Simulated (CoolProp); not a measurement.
A Linde-Hampson liquefier for ethane: isothermal reversible compression at 320 K from 1 atm to 10 MPa, throttling to 1 atm, return gas leaving the recuperator 0 K below the feed. Each further row changes one setting.

Values from CoolProp's reference Helmholtz-energy equation of state, Bücker 2006.

```
case                        liquid yield per pass  compression work (kJ/kg of gas)
--------------------------  ---------------------  -------------------------------
as stated                                   0.433                              338
high pressure 20 MPa                            ?                                ?
warm-end temperature 350 K                      ?                                ?
warm-end gap 5 K                                ?                              338
```

What belongs in the gaps?


- high pressure 20 MPa, liquid yield per pass: 0.465
- high pressure 20 MPa, compression work (kJ/kg of gas): 366
- warm-end temperature 350 K, liquid yield per pass: 0.288
- warm-end temperature 350 K, compression work (kJ/kg of gas): 395
- warm-end gap 5 K, liquid yield per pass: 0.426
